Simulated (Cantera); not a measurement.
A perfectly stirred reactor is fed with H2 : O2 = 0.022 : 1 (molar parts), equivalence ratio 0.011, at 0.00800 bar; it is held at 1450 K, and followed from long to short residence time.

Computed with Cantera and GRI-Mech 3.0 (53 species, 325 reactions). Radical loss at walls, strong at low pressure, is not modelled.

One state of this run: x H2 = 0.000128; x O2 = 0.966; x H2O = 0.0200; x H = 0.000524; x OH = 0.00242. x: mole fraction; the columns are a selection and need not sum to one.

Q: Which value of τ (s) does it belong to?
A) 0.57
B) 0.10
C) 1.4
D) 0.24

A: A, 0.57
